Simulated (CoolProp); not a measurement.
Properties of R245fa along the isotherm 331.1 K (Tc = 427.0 K, pc = 3651 kPa, ω = 0.378).

The numbers come from the reference Helmholtz-energy equation of state, Akasaka 2015 in CoolProp.

| p (kPa) | phase | cp (kJ/(kg K)) | cv (kJ/(kg K)) | Joule-Thomson coefficient (K/MPa) | isothermal compressibility (1/MPa) |
|---|---|---|---|---|---|
| 3320 | liquid | 1.388 | 0.9777 | -0.1266 | 0.003552 |
| 6640 | liquid | 1.371 | 0.9773 | -0.1595 | 0.003146 |
| 9960 | liquid | 1.358 | 0.9771 | -0.1856 | 0.002831 |
| 13300 | liquid | 1.346 | 0.9771 | -0.2070 | 0.002578 |
| 16600 | liquid | 1.337 | 0.9773 | -0.2246 | 0.002374 |
| 19900 | liquid | 1.329 | 0.9775 | -0.2396 | 0.002202 |
| 23200 | liquid | 1.323 | 0.9779 | -0.2525 | 0.002056 |
| 26600 | liquid | 1.317 | 0.9783 | -0.2640 | 0.001926 |
| 29900 | liquid | 1.311 | 0.9788 | -0.2738 | 0.001816 |
| 33200 | liquid | 1.307 | 0.9793 | -0.2825 | 0.001719 |
| 36500 | liquid | 1.303 | 0.9799 | -0.2903 | 0.001632 |
